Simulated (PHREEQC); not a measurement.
Dissolve 0.23 mol/kgw HF, 6.2e-05 mol/kgw Na2HPO4 and 4.6e-05 mol/kgw NaCl at 25 °C. Closed to the air; pH follows from the charge balance.

The numbers come from PHREEQC with the ion-association model, phreeqc.dat.

This is a speciation only: nothing precipitates in the calculation.

Task: Order these F species by the share of F that they hold, largest first: HF, HF2-, F-.

Result: HF (89 %), HF2- (6.8 %), F- (4.3 %)

The pH is 1.80 and the ionic strength 0.0178 mol/kgw.
